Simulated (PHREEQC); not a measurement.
Brine: speciation

Solution (25 °C): 2.4 mol/kgw MgSO4 and 0.77 mol/kgw NaHSO4. Closed to the air; pH follows from the charge balance.

The numbers come from PHREEQC with the Pitzer model, pitzer.dat.

This is a speciation only: nothing precipitates in the calculation.

### Question
Estimate the pH.

### Answer
pH 0.37.

### Question
In which forms is S present?

### Answer
SO4-2 81 %, HSO4- 19 % of the S.

In brines, pH and single-ion activities rest on the MacInnes convention.
